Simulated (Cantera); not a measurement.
A Cantera script and what it prints.

```python
import numpy as np
import cantera as ct

gas_names = """
    AL ALN ALO ALO2 AL2 AL2O AL2O2 N NO NO2 NO3 N2 N2O O O2 O3
""".split()
cond_names = """
    AL(cr) AL(L) ALN(s) AL2O3(a) AL2O3(L)
""".split()


# ... load() reads the species with a 1 bar reference pressure and builds the phases ...
atoms = {
    'Al2O3': {'AL': 2, 'O': 3},
    'N2': {'N': 2},
}
top_T = {'ALN(s)': 2750}  # K; cautious upper limits of use, not melting points


# ... equilibrate(T, P, feed) seeds the gas with the atoms and calls Mixture.equilibrate('TP', solver="vcs", rtol=1e-11, max_steps=5000) ...
results = []
feed = {'Al2O3': 1, 'N2': 0.11}  # mol
T = 2648  # K
P = 13332.2  # Pa
mix = equilibrate(T, P, feed)
results.append((T, P, feed, dict(zip(mix.species_names, mix.species_moles))))
print(gas.report(threshold=1e-05))
for i in range(1, mix.n_phases):
    print(f"{mix.phase(i).name:16s} {mix.phase_moles(i):12.5e} mol")
```

Result:

```
       temperature   2648 K
          pressure   13332 Pa
           density   0.016965 kg/m^3
  mean mol. weight   28.015 kg/kmol
   phase of matter   gas

                          1 kg             1 kmol
                     ---------------   ---------------
          enthalpy        2.8531e+06         7.993e+07  J
   internal energy        2.0672e+06        5.7913e+07  J
           entropy            9962.6        2.7911e+05  J/K
    Gibbs function       -2.3528e+07       -6.5914e+08  J
 heat capacity c_p            1314.6             36828  J/K
 heat capacity c_v            1017.8             28513  J/K

                      mass frac. Y      mole frac. X     chem. pot. / RT
                     ---------------   ---------------   ---------------
                AL        0.00029775        0.00030916           -18.182
               ALO        0.00024472        0.00015951           -39.571
              AL2O        0.00014932        5.9794e-05           -57.753
                NO        0.00032208        0.00030072           -36.358
                N2           0.99877           0.99882           -29.939
                 O        0.00018802        0.00032924           -21.389
                O2        1.9818e-05        1.7352e-05           -42.777
     [   +9 minor]        6.8188e-06        4.7139e-06

AL(L)             0.00000e+00 mol
ALN(s)            0.00000e+00 mol
AL2O3(L)          9.99967e-01 mol
```

These are equilibrium values from Cantera (NASA tables, ideal gas, pure condensed phases), not measurements of a reactor.
